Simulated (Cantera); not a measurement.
**Iron carbonyl, mercury and lead vapours: HgO + N₂**

A closed system holds: 1 mol HgO, 0.23 mol N₂, held at 0.0140 bar.

Equilibrium computed with Cantera from the NASA thermochemical tables; the gas is ideal and each condensed phase is pure. Candidate condensed phases: Hg, HgO; 10 gas species. Kinetics and transport are ignored.

```csv
T (K),x N₂,x Hg,x O₂,x NO,x O,x NO₂,n HgO(s)
525,0.840,0.106,0.0532,7.82e-10,<1e-12,1.41e-9,0.971
600,0.133,0.578,0.289,9.92e-9,<1e-12,7.87e-9,0
675,0.133,0.578,0.289,7.59e-8,<1e-12,1.65e-8,0
750,0.133,0.578,0.289,3.86e-7,<1e-12,2.97e-8,0
825,0.133,0.578,0.289,1.46e-6,1.14e-12,4.83e-8,0
900,0.133,0.578,0.289,4.44e-6,2.45e-11,7.23e-8,0
975,0.133,0.578,0.289,1.14e-5,3.28e-10,1.02e-7,0
1050,0.133,0.578,0.289,2.54e-5,3.04e-9,1.37e-7,0
1125,0.133,0.578,0.289,5.11e-5,2.10e-8,1.77e-7,0
1200,0.133,0.578,0.289,9.42e-5,1.14e-7,2.22e-7,0
1275,0.133,0.578,0.289,0.000162,5.07e-7,2.71e-7,0
1350,0.133,0.578,0.289,0.000261,1.92e-6,3.24e-7,0
1425,0.133,0.578,0.289,0.000400,6.30e-6,3.80e-7,0
```
x: gas mole fraction; n: condensed amount in mol.

At 525 K the condensed part is HgO(s). From 600 K to 1425 K nothing is condensed. The main Hg-bearing gas is Hg throughout.
